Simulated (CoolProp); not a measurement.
Vapour-liquid equilibrium of propane (1) + cyclohexane (2) at 293.2 K; x and y are mole fractions of (1).

Computed with CoolProp (multi-fluid Helmholtz-energy mixture model, Lemmon 2009 and Zhou 2014; pair parameters Bell 2016).

| x | bubble pressure, mixture model (MPa) | bubble pressure, Raoult's law (MPa) | y, mixture model | y, Raoult's law |
|---|---|---|---|---|
| 0.05 | ___ | 0.05173 | ___ | 0.810 |
| 0.2 | 0.2045 | 0.1758 | 0.955 | 0.953 |
| 0.35 | 0.3349 | 0.2999 | 0.975 | 0.978 |
| 0.5 | 0.4520 | 0.4240 | 0.984 | 0.988 |
| 0.65 | ___ | 0.5480 | ___ | 0.993 |
| 0.8 | ___ | 0.6721 | 0.994 | 0.997 |
| 0.95 | 0.7901 | 0.7962 | 0.998 | 0.999 |

Q: Some entries are withheld; supply them.

A: 
- 0.05, bubble pressure, mixture model (MPa): 0.06065
- 0.05, y, mixture model: 0.833
- 0.65, bubble pressure, mixture model (MPa): 0.5604
- 0.65, y, mixture model: 0.990
- 0.8, bubble pressure, mixture model (MPa): 0.6685

The largest gap from Raoult's law is +17.2 % in bubble pressure, at x = 0.05. No azeotrope shows between x = 0.05 and 0.95.

Pair parameters are fitted to limited data, so mixtures are less certain than the pure fluids. The gap from Raoult's law changes sign with composition, which may be real or a fault of the pair parameters; it wasn't checked against measurements.
